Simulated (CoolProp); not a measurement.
Vapour-liquid equilibrium of octamethyltrisiloxane (MDM) (1) + octamethylcyclotetrasiloxane (D4) (2) at 444.7 K; x and y are mole fractions of (1).

The numbers come from the multi-fluid Helmholtz-energy mixture model, Thol 2017 and Thol 2015; pair parameters Bell 2016 in CoolProp.

| x | bubble pressure (MPa) | y at the bubble point | dew pressure at overall composition x (MPa) | liquid density (mol/L) |
|---|---|---|---|---|
| 0.05 | 0.09493 | 0.086 | 0.09324 | 2.607 |
| 0.125 | 0.1006 | (withheld) | 0.09681 | 2.618 |
| 0.2 | 0.1061 | 0.302 | 0.1006 | 2.628 |
| 0.275 | 0.1114 | 0.393 | 0.1046 | 2.639 |
| 0.35 | 0.1166 | 0.476 | 0.1088 | 2.651 |
| 0.425 | 0.1218 | 0.553 | 0.1134 | 2.662 |
| 0.5 | 0.1269 | 0.624 | 0.1182 | 2.673 |
| 0.575 | 0.1321 | 0.691 | (withheld) | 2.685 |
| 0.65 | (withheld) | 0.754 | 0.1289 | (withheld) |
| 0.725 | 0.1426 | (withheld) | (withheld) | 2.708 |
| 0.8 | (withheld) | 0.868 | 0.1414 | 2.720 |
| 0.875 | 0.1534 | 0.921 | 0.1486 | 2.731 |
| 0.95 | 0.1588 | 0.969 | 0.1566 | 2.742 |

Problem. Complete the blanks.

Solution. 
- 0.125, y at the bubble point: 0.201
- 0.575, dew pressure at overall composition x (MPa): 0.1234
- 0.65, bubble pressure (MPa): 0.1373
- 0.65, liquid density (mol/L): 2.697
- 0.725, y at the bubble point: 0.813
- 0.725, dew pressure at overall composition x (MPa): 0.1349
- 0.8, bubble pressure (MPa): 0.1479

No azeotrope shows between x = 0.05 and 0.95.

Pair parameters are fitted to limited data, so mixtures are less certain than the pure fluids.
